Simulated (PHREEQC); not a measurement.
Solution (34 °C): 2.6 mmol/kgw TMAH and 63 mmol/kgw K3PO4. Closed to the air; pH follows from the charge balance.

Computed with PHREEQC (ion-association model, wateq4f.dat).

Each row changes one thing in this solution. Precipitation was switched off in this run.

```csv
case,pH,ionic strength (mol/kgw)
as made,11.88,0.339
TMAH from 0.0026 to 0.00286 mol/kgw,11.89,0.339
temperature from 34 to 25 °C,12.09,0.346
K3PO4 replaced by KF at the same molality,11.03,0.0656
TMAH from 0.0026 to 0.0052 mol/kgw,11.91,0.343
TMAH left out,11.85,0.334
temperature from 34 to 80 °C,11.02,0.302
temperature from 34 to 90 °C,10.86,0.296
```

(CH3)4N+ isn't in the database: it is added as a free cation with an ion size of 4 Å. H3PO4, which wateq4f.dat lacks, is added to it with the constant of phreeqc.dat. Away from 25 °C the constants follow the database's enthalpies or fits; those with neither stay at their 25 °C values.
